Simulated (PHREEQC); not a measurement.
## Brine (model solution)

Consider water at 25 °C with 3 mol NaBr, 0.28 mol MgSO4 and 4.8 mol NaCl per kg of water. It is in equilibrium with CO2 at log p = -3.5 (atm). Otherwise closed; pH follows from the charge balance.

All values are PHREEQC results (Pitzer model, pitzer.dat), not measurements.

Precipitation was switched off in this run.

Task: What pH, osmotic coefficient, density does the model give?

Result: pH 4.89; osmotic coefficient 1.564; density 1.355 g/cm³.

Task: In which forms is C present?

Result: CO2 63 %, HCO3- 37 % of the C.

The solution is supersaturated, for example in Halite, so a real one may precipitate; this is no full list. In brines, pH and single-ion activities rest on the MacInnes convention.
